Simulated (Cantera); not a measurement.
# Ignition delay

Mixture: 24.2 % H2, 15.3 % O2, 57.6 % N2, 2.90 % H2O, equivalence ratio 0.79, at 4.93 atm, adiabatic and at constant volume. Ignition delay is the time to a rise of 400 K.

Detailed kinetics in Cantera: GRI-Mech 3.0 (53 species, 325 reactions). The hydrogen kinetics of GRI-Mech 3.0 are dated; newer H2 mechanisms differ, most at raised pressure. Where the delays flatten at high temperature, the 400 K rule measures the pace of heat release, not the induction time.

```csv
T0 (K),delay (ms)
1023,7.29
1098,1.02
1173,0.0552
1248,0.0117
1323,0.00637
1398,0.00426
1473,0.00314
1548,0.00246
1623,0.00202
1698,0.00171
```
